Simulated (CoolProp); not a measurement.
Vapour-liquid equilibrium of R125 (1) + R227EA (2) at 248 kPa; x and y are mole fractions of (1).

Computed with CoolProp (multi-fluid Helmholtz-energy mixture model, Lemmon 2005 and Lemmon 2016; pair parameters Bell 2016).

```json
[
 {"x": "0.05", "bubble temperature (°C)": "3.7", "y at the bubble point": "0.134", "dew temperature at overall composition x (°C)": "5.5", "liquid density (mol/L)": "8.753"},
 {"x": "0.15", "bubble temperature (°C)": "-1.5", "y at the bubble point": "0.351", "dew temperature at overall composition x (°C)": "3.3", "liquid density (mol/L)": "9.071"},
 {"x": "0.25", "bubble temperature (°C)": "-6.2", "y at the bubble point": "0.514", "dew temperature at overall composition x (°C)": "1.0", "liquid density (mol/L)": "9.388"},
 {"x": "0.35", "bubble temperature (°C)": "-10.3", "y at the bubble point": "0.638", "dew temperature at overall composition x (°C)": "-1.5", "liquid density (mol/L)": "9.709"},
 {"x": "0.45", "bubble temperature (°C)": "-13.9", "y at the bubble point": "0.733", "dew temperature at overall composition x (°C)": "-4.3", "liquid density (mol/L)": "10.03"},
 {"x": "0.55", "bubble temperature (°C)": "-17.1", "y at the bubble point": "0.808", "dew temperature at overall composition x (°C)": "-7.3", "liquid density (mol/L)": "10.36"},
 {"x": "0.65", "bubble temperature (°C)": "-19.9", "y at the bubble point": "0.866", "dew temperature at overall composition x (°C)": "-10.7", "liquid density (mol/L)": "10.70"},
 {"x": "0.75", "bubble temperature (°C)": "-22.5", "y at the bubble point": "0.914", "dew temperature at overall composition x (°C)": "-14.6", "liquid density (mol/L)": "11.05"},
 {"x": "0.85", "bubble temperature (°C)": "-24.8", "y at the bubble point": "0.953", "dew temperature at overall composition x (°C)": "-19.1", "liquid density (mol/L)": "11.41"},
 {"x": "0.95", "bubble temperature (°C)": "-26.9", "y at the bubble point": "0.985", "dew temperature at overall composition x (°C)": "-24.6", "liquid density (mol/L)": "11.79"}
]
```

No azeotrope shows between x = 0.05 and 0.95.

The pair parameters rest on a limited set of measurements; away from them the model extrapolates.
